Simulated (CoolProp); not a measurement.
Vapour-liquid equilibrium of acetone (1) + n-nonane (2) at 0.341 bar; x and y are mole fractions of (1).

Model: multi-fluid Helmholtz-energy mixture model, Lemmon 2006 and Lemmon 2006; pair parameters Bell 2016, in CoolProp.

```
x     bubble temperature (K)  y at the bubble point  dew temperature at overall composition x (K)  liquid density (mol/L)
----  ----------------------  ---------------------  --------------------------------------------  ----------------------
0.05                   344.3                  0.810                                         385.5                   5.446
0.2                    311.8                  0.966                                         380.5                   6.251
0.35                   306.3                  0.976                                         374.6                   7.015
0.5               (withheld)                  0.978                                    (withheld)              (withheld)
0.65                   304.9                  0.979                                         358.4                   9.052
0.8                    303.8                  0.983                                         345.4              (withheld)
0.95                   301.6                  0.994                                         318.1                   12.60
```

Fill in the missing entries.


- 0.5, bubble temperature (K): 305.3
- 0.5, dew temperature at overall composition x (K): 367.5
- 0.5, liquid density (mol/L): 7.916
- 0.8, liquid density (mol/L): 10.55

No azeotrope shows between x = 0.05 and 0.95.

The pair parameters rest on a limited set of measurements; away from them the model extrapolates. With so large a gap from Raoult's law the liquid may split in two, which this calculation doesn't test in full.
